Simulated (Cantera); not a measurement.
Feed: 1 mol Cu, 6 mol H2O, a varied amount of N2, at 1400000 Pa.

These are equilibrium values from Cantera (NASA tables, ideal gas, pure condensed phases), not measurements of a reactor. Candidate condensed phases: Cu, CuO, Cu(OH)2, Cu2O, H2O; 27 gas species. Each liquid is taken as pure. Mutual solubility and eutectic melting of coexisting phases are not modelled. The numbers say what is thermodynamically allowed, not how fast it happens.

Stable condensed phases, one row left out:

```
T in °C \ n(N2) in mol
         1.2 1.7 2.5 3.8 5.6 8.3  12  18  27  40  59
   1727    A   A   A   A   A   A   A   A   A   A   A
   1627    A   A   A   A   A   A   A   A   A   A   A
   1527    B   B   B   A   A   A   A   A   A   A   A
   1427    B   B   B   B   B   B   A   A   A   A   A
   1327    B   B   B   B   B   B   B   A   A   A   A
   1227    B   B   B   B   B   B   B   B   B   B   A
   1127    B   B   B   B   B   B   B   B   B   B   B
   1027    B   B   B   B   B   B   B   B   B   B   B
    927    B   B   B   B   B   B   B   B   B   B   B
    827    B   B   B   B   B   B   B   B   B   B   B
    727    B   B   B   B   B   B   B   B   B   B   B
    527    A   A   A   A   A   A   A   A   A   A   A
```

A: Cu; B: Cu + Cu2O.

Q: Give the row for 627 °C.

A: 1.2: Cu; 1.7: Cu; 2.5: Cu; 3.8: Cu; 5.6: Cu; 8.3: Cu; 12: Cu; 18: Cu; 27: Cu; 40: Cu; 59: Cu.
